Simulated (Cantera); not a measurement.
Input: 1 mol BN, 15 mol HF, 22 mol N₂, at 10.0 Torr.

Cantera equilibrium calculation (NASA polynomials, part measured and part estimated; ideal gas, pure solids and liquids). Candidate condensed phases: B, BN; 31 gas species. The tables' values for BF₂ are old estimates; treat these amounts as uncertain. Equilibrium is a limit: real reactors are often held back by kinetics, nucleation or transport.

x: gas mole fraction; nothing condenses.

```tsv
T (K)	x N₂	x HF	x H₂	x BF₃	x H
1725	0.608	0.324	0.0403	0.0269	(withheld)
1750	0.608	0.324	0.0402	0.0268	(withheld)
1775	0.608	0.324	0.0402	0.0268	(withheld)
1800	0.608	0.324	0.0401	0.0267	(withheld)
1825	0.608	0.325	0.0399	0.0267	(withheld)
1850	0.608	0.325	0.0398	0.0266	(withheld)
1875	0.608	0.325	0.0396	0.0264	(withheld)
1900	0.607	0.325	0.0395	0.0263	(withheld)
1925	0.607	0.325	0.0392	0.0261	(withheld)
1950	0.607	0.325	0.0390	0.0259	(withheld)
1975	0.607	0.325	0.0386	0.0257	(withheld)
```

### Question
Complete the blanks.

### Answer

- 1725, x H: 0.000323
- 1750, x H: 0.000404
- 1775, x H: 0.000502
- 1800, x H: 0.000621
- 1825, x H: 0.000762
- 1850, x H: 0.000931
- 1875, x H: 0.00113
- 1900, x H: 0.00137
- 1925, x H: 0.00164
- 1950, x H: 0.00196
- 1975, x H: 0.00233
